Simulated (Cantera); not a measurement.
**Thermodynamics of abatement and gas-phase synthesis, feed HCl + O2**

Input: 1 mol HCl, 0.51 mol O2, at 0.00133 bar.

Method: chemical equilibrium by Gibbs-energy minimisation in Cantera with the NASA 1993 tables (ideal gas, pure condensed phases). Candidate condensed phases: H2O; 14 gas species. Rates play no part.

From 1300 K to 3300 K nothing is condensed.

```json
[
 {"T (K)": "1300", "x HCl": "0.592", "x Cl": "0.0401", "x O": "2.74e-6", "x H": "1.14e-8", "x O2": "0.320", "x H2O": "0.0339", "x OH": "3.56e-5", "x H2": "1.43e-7", "x Cl2": "0.0139"},
 {"T (K)": "1500", "x HCl": "0.544", "x Cl": "0.0961", "x O": "6.13e-5", "x H": "1.06e-6", "x O2": "0.304", "x H2O": "0.0515", "x OH": "0.000322", "x H2": "4.84e-6", "x Cl2": "0.00361"},
 {"T (K)": "1700", "x HCl": "0.472", "x Cl": "0.162", "x O": "0.000650", "x H": "3.69e-5", "x O2": "0.282", "x H2O": "0.0808", "x OH": "0.00184", "x H2": "8.37e-5", "x Cl2": "0.000945"},
 {"T (K)": "1900", "x HCl": "0.391", "x Cl": "0.230", "x O": "0.00413", "x H": "0.000607", "x O2": "0.256", "x H2O": "0.111", "x OH": "0.00707", "x H2": "0.000779", "x Cl2": "0.000289"},
 {"T (K)": "2100", "x HCl": "0.309", "x Cl": "0.291", "x O": "0.0180", "x H": "0.00568", "x O2": "0.223", "x H2O": "0.129", "x OH": "0.0197", "x H2": "0.00443", "x Cl2": "0.000100"},
 {"T (K)": "2300", "x HCl": "0.222", "x Cl": "0.337", "x O": "0.0574", "x H": "0.0332", "x O2": "0.178", "x H2O": "0.117", "x OH": "0.0398", "x H2": "0.0157", "x Cl2": "3.78e-5"},
 {"T (K)": "2500", "x HCl": "0.126", "x Cl": "0.355", "x O": "0.137", "x H": "0.118", "x O2": "0.119", "x H2O": "0.0628", "x OH": "0.0521", "x H2": "0.0296", "x Cl2": "1.44e-5"},
 {"T (K)": "2700", "x HCl": "0.0486", "x Cl": "0.347", "x O": "0.238", "x H": "0.236", "x O2": "0.0577", "x H2O": "0.0139", "x OH": "0.0364", "x H2": "0.0231", "x Cl2": "5.48e-6"},
 {"T (K)": "2900", "x HCl": "0.0149", "x Cl": "0.336", "x O": "0.303", "x H": "0.301", "x O2": "0.0194", "x H2O": "0.00147", "x OH": "0.0148", "x H2": "0.00911", "x Cl2": "2.35e-6"},
 {"T (K)": "3100", "x HCl": "0.00466", "x Cl": "0.333", "x O": "0.327", "x H": "0.321", "x O2": "0.00574", "x H2O": "0.000136", "x OH": "0.00512", "x H2": "0.00304", "x Cl2": "1.16e-6"},
 {"T (K)": "3300", "x HCl": "0.00162", "x Cl": "0.332", "x O": "0.334", "x H": "0.328", "x O2": "0.00179", "x H2O": "1.48e-5", "x OH": "0.00184", "x H2": "0.00107", "x Cl2": "6.28e-7"}
]
```
x: gas mole fraction; nothing condenses.
